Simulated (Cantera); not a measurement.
A closed system holds: 1 mol Zr, 0.15 mol H2O, 0.7 mol N2, held at 2800 K and 0.150 bar.

Cantera equilibrium calculation (NASA polynomials, part measured and part estimated; ideal gas, pure solids and liquids). Mutual solubility and eutectic melting of coexisting phases are not modelled. ZrN: taken at fixed stoichiometry. Condensed phases not in the tables: solid solutions among these carbides, nitrides and lower oxides. Rates play no part.

```
species         before     after
------------  --------  --------
N2               0.576     0.606
H2               0.305     0.370
H                0.117    0.0237
ZrO            0.00192   2.78e-5
Zr             1.28e-5   7.88e-8
ZrO2          0.000120   4.10e-6
H2O           0.000285  0.000814
OH             3.06e-5   1.47e-5
ZrN(s), mol      0.925     0.925
ZrO2(s), mol    0.0745    0.0748
```
Gas species are given as mole fractions.

Question: What was changed between the two runs?
A. temperature from 2800 K to 1848 K
B. temperature from 2800 K to 2175 K
C. pressure from 0.150 bar to 4.40 bar
D. H2O from 0.15 to 25 mol

Answer: C, pressure from 0.150 bar to 4.40 bar
